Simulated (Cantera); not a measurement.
Feed: 1 mol SiHCl3, a varied amount of HCl, 18 mol N2, held at 13.3 mbar.

Method: chemical equilibrium by Gibbs-energy minimisation in Cantera with the NASA 1993 tables (ideal gas, pure condensed phases). Candidate condensed phases: NH4Cl, Si, Si3N4; 28 gas species. N2 is the only nitrogen source here; it is nearly inert below about 1500 K, so the nitride shown seldom forms there in practice. The tables' values for SiCl3 are old estimates. Rates play no part.

Stable condensed phases, one row left out:

```
T in K \ n(HCl) in mol
         0.19 0.54 0.89  1.2  1.6  1.9  2.3  2.6    3  3.4
   1650     A    A    A    A    A    A    A    A    A    A
   1600     A    A    A    A    A    A    A    A    A    A
   1500     B    B    A    A    A    A    A    A    A    A
   1450     B    B    B    B    B    A    A    A    A    A
   1400     B    B    B    B    B    B    B    B    B    A
   1350     B    B    B    B    B    B    B    B    B    B
   1300     B    B    B    B    B    B    B    B    B    B
   1250     B    B    B    B    B    B    B    B    B    B
   1200     B    B    B    B    B    B    B    B    B    B
   1150     B    B    B    B    B    B    B    B    B    B
   1100     B    B    B    B    B    B    B    B    B    B
```

A: gas only; B: Si3N4.

Problem. Give the row for 1550 K.

Solution. 0.19: gas only; 0.54: gas only; 0.89: gas only; 1.2: gas only; 1.6: gas only; 1.9: gas only; 2.3: gas only; 2.6: gas only; 3: gas only; 3.4: gas only.
